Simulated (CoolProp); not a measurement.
A single-stage vapour-compression cycle with the fluid: evaporating at 292.15 K (dew point), condensing at 323.15 K (bubble point), superheat 10 K, subcooling 2 K, compressor efficiency 0.6, no pressure losses. The same conditions are run with several fluids, on thermodynamics alone (safety and materials aside).

Computed with CoolProp (reference Helmholtz-energy equation of state of each fluid (n-hexane: Thol 2019; R365MFC: Lemmon 2016; propane: Lemmon 2009; R1132(E): Akasaka 2024; R1336mzz(E): Akasaka 2023; R11: Jacobsen 1992)).

```tsv
fluid	cooling COP	pressure ratio	discharge temperature (K)	refrigerating effect (kJ/kg)	volumetric capacity (kJ/m³)
n-hexane	5.16	?	338.5	320	171
R365MFC	5.09	?	?	168	447
propane	4.66	2.10	345.9	284	4720
R1132(E)	4.33	?	?	179	?
R1336mzz(E)	4.90	2.76	336.1	120	1290
R11	5.20	2.76	356.9	?	?
```

Task: What belongs in the gaps?

Result: 
- n-hexane, pressure ratio: 3.50
- R365MFC, pressure ratio: 3.22
- R365MFC, discharge temperature (K): 336.4
- R1132(E), pressure ratio: 2.13
- R1132(E), discharge temperature (K): 355.9
- R1132(E), volumetric capacity (kJ/m³): 7880
- R11, refrigerating effect (kJ/kg): 163
- R11, volumetric capacity (kJ/m³): 785
